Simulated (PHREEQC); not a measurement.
A solution holds 0.0043 mol CuSO4 and 0.013 mol KCl per kg of water, at 35 °C. Closed to the air; pH follows from the charge balance.

The numbers come from PHREEQC with the ion-association model, wateq4f.dat.

Precipitation was switched off in this run.

Order these S species by the share of S that they hold, largest first: SO4-2, KSO4-, CuSO4.

SO4-2 (78 %), CuSO4 (17 %), KSO4- (4.4 %)

The pH is 4.96 and the ionic strength 0.0266 mol/kgw. The solution is supersaturated, for example in Atacamite, so a real one may precipitate; this is no full list.
